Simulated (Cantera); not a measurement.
Cantera run, input and output.

```python
import numpy as np
import cantera as ct

gas = ct.Solution("gri30.yaml")
gas.TPX = 1025, 2666, {'H2': 0.027, 'O2': 1, 'N2': 0.0013}
inlet = ct.Reservoir(gas, clone=True)

reactor = ct.IdealGasConstPressureReactor(gas, energy="off", clone=False)
exhaust = ct.Reservoir(gas, clone=True)
tau = [8.5, 2.3, 0.6, 0.16, 0.042, 0.011, 0.0029, 0.00078][0]
for a, b in ((inlet, reactor), (reactor, exhaust)):
    ct.MassFlowController(a, b, mdot=lambda t: reactor.mass / tau)
net = ct.ReactorNet([reactor])
show = ['H2', 'O2', 'H2O2', 'HO2', 'O', 'OH']

rows = []
print(f"{'tau/s':>10s}{'T/K':>9s}" + "".join(f"{s:>11s}" for s in show))
for tau in [8.5, 2.3, 0.6, 0.16, 0.042, 0.011, 0.0029, 0.00078]:
    net.initial_time = 0.0
    net.advance(30 * tau)
    before = gas.X
    net.advance(40 * tau)
    drift = np.max(np.abs(gas.X - before) / (gas.X + 1e-9))
    rows.append([gas.T, *gas[show].X, drift])
    print(f"{tau:10.3e}{gas.T:9.1f}" + "".join(f"{x:11.3e}" for x in gas[show].X))
```

Result:

```
     tau/s      T/K         H2         O2       H2O2        HO2          O         OH
 8.500e+00   1025.0  6.152e-05  9.719e-01  6.008e-08  9.689e-07  1.485e-04  9.506e-05
 2.300e+00   1025.0  1.313e-04  9.717e-01  8.093e-08  1.674e-06  3.403e-04  1.519e-04
 6.000e-01   1025.0  2.784e-04  9.712e-01  1.098e-07  2.797e-06  7.679e-04  2.520e-04
 1.600e-01   1025.0  5.759e-04  9.702e-01  1.510e-07  4.393e-06  1.620e-03  4.241e-04
 4.200e-02   1025.0  1.210e-03  9.684e-01  2.119e-07  6.435e-06  3.183e-03  7.248e-04
 1.100e-02   1025.0  2.615e-03  9.655e-01  2.968e-07  8.471e-06  5.462e-03  1.204e-03
 2.900e-03   1025.0  5.901e-03  9.628e-01  4.008e-07  9.719e-06  7.170e-03  1.780e-03
 7.800e-04   1025.0  1.358e-02  9.645e-01  4.244e-07  9.389e-06  5.576e-03  1.888e-03
```

Model: GRI-Mech 3.0 (53 species, 325 reactions), integrated in Cantera. Radical loss at walls, strong at low pressure, is not modelled.
